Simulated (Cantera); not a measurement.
Cantera run, input and output.

```python
import numpy as np
import cantera as ct

gas = ct.Solution("gri30.yaml")
gas.TPX = 1125, 1000000, {'CH4': 1, 'C2H6': 0.092, 'C3H8': 0.14, 'O2': 5.3, 'N2': 19.9}
reactor = ct.IdealGasReactor(gas, energy="on", clone=False)
net = ct.ReactorNet([reactor])
net.rtol, net.atol = 1e-08, 1e-16
show = ['CH4', 'C2H6', 'C3H8', 'C2H2', 'HCO']
times = np.geomspace(6e-06, 1, 11)

steps = ct.SolutionArray(gas, extra=["t"])
rows = []
print(f"{'t/s':>10s}{'T/K':>9s}{'P/Pa':>11s}" + "".join(f"{s:>11s}" for s in show))
for t in times:
    while net.time < t:
        t_next = net.step()
        steps.append(gas.state, t=t_next)
    rows.append([np.interp(t, steps.t, y) for y in (steps.T, steps.P, *steps(*show).X.T)])
    print(f"{t:10.3e}{rows[-1][0]:9.1f}{rows[-1][1]:11.4g}" + "".join(f"{x:11.3e}" for x in rows[-1][2:]))
rate = np.gradient(steps.T, steps.t)
print("integrator steps:", len(steps.t))
if steps.T.max() > steps.T[0] + 200:
    print(f"time of steepest temperature rise: {steps.t[rate.argmax()]:.4e} s")
gas.TPX = 1125, 1000000, {'CH4': 1, 'C2H6': 0.092, 'C3H8': 0.14, 'O2': 5.3, 'N2': 19.9}
gas.equilibrate("UV")
print(f"equilibrium (UV): T = {gas.T:.1f} K  " + "  ".join(f"{s} {gas[s].X[0]:.3e}" for s in show))
```

Result:

```
       t/s      T/K       P/Pa        CH4       C2H6       C3H8       C2H2        HCO
 6.000e-06   1125.0      1e+06  3.783e-02  3.481e-03  5.297e-03  1.680e-16  1.047e-16
 1.997e-05   1125.0      1e+06  3.783e-02  3.481e-03  5.297e-03  3.110e-15  1.228e-15
 6.645e-05   1125.0      1e+06  3.783e-02  3.481e-03  5.296e-03  9.119e-14  1.619e-14
 2.212e-04   1125.0      1e+06  3.783e-02  3.480e-03  5.294e-03  5.684e-12  3.373e-13
 7.360e-04   1125.3      1e+06  3.781e-02  3.465e-03  5.266e-03  1.292e-09  2.331e-11
 2.449e-03   1151.3  1.025e+06  3.608e-02  2.965e-03  4.193e-03  1.503e-06  1.430e-08
 8.152e-03   2536.5  2.278e+06  3.561e-18  1.003e-33  6.987e-49  1.654e-22  8.759e-10
 2.713e-02   2535.6  2.277e+06  3.528e-18  9.855e-34  6.813e-49  1.624e-22  8.697e-10
 9.029e-02   2535.6  2.277e+06  3.528e-18  9.855e-34  6.813e-49  1.624e-22  8.697e-10
 3.005e-01   2535.6  2.277e+06  3.528e-18  9.855e-34  6.813e-49  1.624e-22  8.697e-10
 1.000e+00   2535.6  2.277e+06  3.528e-18  9.855e-34  6.813e-49  1.624e-22  8.697e-10
integrator steps: 2191
time of steepest temperature rise: 2.7769e-03 s
equilibrium (UV): T = 2535.6 K  CH4 5.075e-18  C2H6 1.632e-33  C3H8 1.175e-48  C2H2 1.888e-22  HCO 8.697e-10
```

Model: GRI-Mech 3.0 (53 species, 325 reactions), integrated in Cantera. GRI-Mech 3.0 was tuned for natural gas; its chemistry of propane as a main component is partial and can be far from experiment.
